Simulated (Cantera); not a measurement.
Input: 1 mol MgCO3, 0.094 mol C, 2.8 mol CO2, held at 523.15 K and 0.0100 bar.

Method: chemical equilibrium by Gibbs-energy minimisation in Cantera with the NASA 1993 tables (ideal gas, pure condensed phases). Candidate condensed phases: C, Mg, MgCO3, MgO; 15 gas species. Equilibrium is a limit: real reactors are often held back by kinetics, nucleation or transport.

Base state: CO2 0.999, CO 0.00102 (mole fractions); condensed: C(graphite) + MgCO3(s).

What changes in the equilibrium state with this change: temperature from 523.15 K to 1098 K?


| species | before | after |
|---|---|---|
| CO2 | 0.999 | 0.952 |
| CO | 0.00102 | 0.0483 |
| C(graphite), mol | 0.0926 | 0 |
| MgCO3(s), mol | 1.00 | 0 |
| MgO(s), mol | 0 | 1.00 |
